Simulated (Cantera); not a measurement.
Charge: 1 mol Ta2O5, 2.5 mol CH4, 0.061 mol CO, equilibrated at 1.00 bar.

Method: chemical equilibrium by Gibbs-energy minimisation in Cantera with the NASA 1993 tables (ideal gas, pure condensed phases). Candidate condensed phases: C, C6H6, C7H8, C8H18, H2O, Ta, TaC, Ta2O5; 113 gas species. Mutual solubility and eutectic melting of coexisting phases are not modelled. TaC: taken at fixed stoichiometry. Condensed phases not in the tables: Ta2C. The numbers say what is thermodynamically allowed, not how fast it happens.

x: gas mole fraction; n: condensed amount in mol.

```
T (K)   x H2    x CO     x CH4       x H    x H2O     x CO2    x TaO2  n C(graphite)  n Ta2O5(s)  n TaC(s)  n Ta2O5(l)
-----  -----  ------  --------  --------  -------  --------  --------  -------------  ----------  --------  ----------
1075   0.947  0.0112    0.0404   1.43e-8  0.00134   1.70e-5    <1e-12           2.31        1.00         0           0
1225   0.911  0.0770    0.0109   2.97e-7  0.00138   7.94e-5    <1e-12           1.95       0.928     0.144           0
1375   0.728   0.269   0.00109   2.92e-6  0.00217  0.000388    <1e-12              0       0.641     0.717           0
1525   0.728   0.269  0.000122   2.02e-5  0.00279  0.000383  3.14e-12              0       0.640     0.720           0
1675   0.728   0.269       [?]       [?]      [?]  0.000378       [?]              0       0.639     0.722           0
1825   0.727   0.268   4.63e-6  0.000375  0.00398  0.000375   1.40e-8              0       0.639     0.723           0
1975   0.726   0.268   1.33e-6   0.00117  0.00454  0.000373   3.47e-7              0       0.638     0.724           0
2125   0.724   0.268   4.74e-7   0.00309  0.00489  0.000360   4.86e-6              0           0     0.725       0.638
2275   0.720   0.267       [?]       [?]  0.00500  0.000336       [?]              0           0     0.725       0.637
2425   0.713   0.266   9.60e-8    0.0151  0.00503  0.000314  0.000272              0           0     0.724       0.637
```

**Question.** What belongs in the gaps?

**Answer.** 
- 2275, x CH4: 2.02e-7
- 2275, x H: 0.00720
- 2275, x TaO2: 4.20e-5
- 1675, x CH4: 2.04e-5
- 1675, x H: 9.90e-5
- 1675, x H2O: 0.00340
- 1675, x TaO2: 3.10e-10
